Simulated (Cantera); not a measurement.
A Cantera script and what it prints.

```python
import numpy as np
import cantera as ct

gas_names = """
    Fe FeO Fe(OH)2 H HO2 H2 H2O H2O2 H2S H2SO4 O OH O2 O3 S SH SO SO2 SO3 S2 S2O S8
""".split()
cond_names = """
    Fe(a) Fe(c) Fe(d) Fe(L) FeO(s) FeO(L) Fe(OH)2(s) Fe(OH)3(s) FeS(a) FeS(b) FeS(c) FeS(L) FeSO4(s)
    FeS2(s) Fe2O3(s) Fe2S3O12(s) Fe3O4(s) H2O(s) H2O(L) H2SO4(L) S(cr1) S(cr2) S(L)
""".split()


# ... load() reads the species with a 1 bar reference pressure and builds the phases ...
atoms = {
    'FeS': {'Fe': 1, 'S': 1},
    'O2': {'O': 2},
    'H2S': {'H': 2, 'S': 1},
}
top_T = {'FeSO4(s)': 950, 'FeS2(s)': 1010, 'Fe2O3(s)': 1830, 'Fe2S3O12(s)': 1100, 'Fe3O4(s)': 1870}  # K; cautious upper limits of use, not melting points


# ... equilibrate(T, P, feed) seeds the gas with the atoms and calls Mixture.equilibrate('TP', solver="vcs", rtol=1e-11, max_steps=5000) ...
results = []
T = 1550  # K
P = 1333.22  # Pa
for m in [0.2, 0.32, 0.51, 0.8, 1.3, 2, 3.2, 5]:
    feed = {'FeS': 1, 'O2': m, 'H2S': 0.56}  # mol
    mix = equilibrate(T, P, feed)
    results.append((T, P, feed, dict(zip(mix.species_names, mix.species_moles))))

top = {s: max(r[3][s] / sum(r[3][g] for g in gas_names) for r in results) for s in gas_names}
cols = sorted((s for s in top if top[s] > 0.0001), key=lambda s: -top[s])[:5]
seen = [c for c in cond_names if any(r[3].get(c, 0) > 1e-12 for r in results)]
print("log10 of partial pressures in bar; condensed amounts in mol")
print(f"{'n(O2)':>10s}" + "".join(f"{s[:9]:>10s}" for s in cols + seen))
for T, P, feed, n in results:
    ng = sum(n[g] for g in gas_names)
    print(f"{feed['O2']:10.4g}" + "".join(f"{np.log10(max(n[s] / ng * P / 1e5, 1e-99)):10.3f}" for s in cols)
          + "".join(f"{n.get(c, 0):10.4g}" for c in seen))
```

It prints:

```
log10 of partial pressures in bar; condensed amounts in mol
     n(O2)       SO2        O2       H2O        S2        H2    FeO(s)    FeS(L)  Fe3O4(s)
       0.2    -3.275   -10.436    -2.285    -2.419    -2.509         0         1         0
      0.32    -2.776    -9.893    -2.214    -2.509    -2.710         0         1         0
      0.51    -2.540    -9.641    -2.239    -2.542    -2.861    0.1308    0.8692         0
       0.8    -2.434    -9.570    -2.320    -2.471    -2.977     0.453     0.547         0
       1.3    -2.338    -9.503    -2.433    -2.413    -3.123         1         0         0
         2    -2.078    -8.941    -2.470    -3.017    -3.441         1         0         0
       3.2    -2.132    -2.484    -2.577   -16.038    -6.776         0         0    0.3333
         5    -2.347    -2.143    -2.792   -17.151    -7.162         0         0    0.3333
```

Equilibrium computed with Cantera from the NASA thermochemical tables; the gas is ideal and each condensed phase is pure. Metal and sulfide melt together well below either melting point, which pure phases cannot show. Mutual solubility and eutectic melting of coexisting phases are not modelled. The tables' stoichiometric FeO is somewhat more stable than real wüstite, so its field is too wide. FeO, FeS: taken at fixed stoichiometry.
